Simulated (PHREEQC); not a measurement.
**Phosphoric acid bath: an equilibrium model**

Consider water at 35 °C with 0.099 mol/kgw H3PO4 and 0.38 mol/kgw HNO3. Closed to the air; pH follows from the charge balance.

Computed with PHREEQC (ion-association model, phreeqc.dat).

No solid was allowed to form.

Question: What pH, density, specific conductance does the model give?

Answer: pH 0.53; density 1.011 g/cm³; specific conductance 146000 µS/cm.

Question: In which forms is P present?

Answer: H3PO4 97 %, H2PO4- 3.1 % of the P.

Species that the database lacks are ignored.
